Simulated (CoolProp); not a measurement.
Vapour-liquid equilibrium of ethylbenzene (1) + n-nonane (2) at 0.0365 bar; x and y are mole fractions of (1).

Model: multi-fluid Helmholtz-energy mixture model, Zhou 2012 and Lemmon 2006; pair parameters Bell 2016, in CoolProp.

| x | bubble temperature (°C) | y at the bubble point | dew temperature at overall composition x (°C) | liquid density (mol/L) |
|---|---|---|---|---|
| 0.05 | 56.8 | 0.112 | 57.6 | 5.457 |
| 0.125 | 54.9 | 0.254 | 56.6 | 5.605 |
| 0.2 | 53.3 | 0.369 | 55.7 | 5.759 |
| 0.275 | 51.8 | 0.464 | 54.6 | 5.919 |
| 0.35 | 50.6 | 0.543 | 53.5 | 6.086 |
| 0.425 | 49.5 | 0.610 | 52.4 | 6.261 |
| 0.5 | 48.6 | 0.669 | 51.3 | 6.445 |
| 0.575 | 47.8 | 0.722 | 50.1 | 6.637 |
| 0.65 | 47.1 | 0.771 | 48.9 | 6.841 |
| 0.725 | 46.5 | 0.817 | 47.8 | 7.056 |
| 0.8 | 45.9 | 0.864 | 46.7 | 7.283 |
| 0.875 | 45.4 | 0.912 | 45.8 | 7.524 |
| 0.95 | 45.0 | 0.963 | 45.1 | 7.780 |

No azeotrope shows between x = 0.05 and 0.95.

The pair parameters rest on a limited set of measurements; away from them the model extrapolates.
